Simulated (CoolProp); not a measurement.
Vapour-liquid equilibrium of R22 (1) + n-pentane (2) at 230 K; x and y are mole fractions of (1).

Model: multi-fluid Helmholtz-energy mixture model, Kamei 1995 and Thol 2019; pair parameters Bell 2016, in CoolProp.

Give the bubble pressure and the first vapour's composition at x = 0.125, 0.35, 0.8. Is there an azeotrope?

x = 0.125: 29.07 kPa, y = 0.932; x = 0.35: 57.82 kPa, y = 0.971; x = 0.8: 78.31 kPa, y = 0.986. No azeotrope shows between x = 0.05 and 0.95.

Pair parameters are fitted to limited data, so mixtures are less certain than the pure fluids. With so large a gap from Raoult's law the liquid may split in two, which this calculation doesn't test in full.
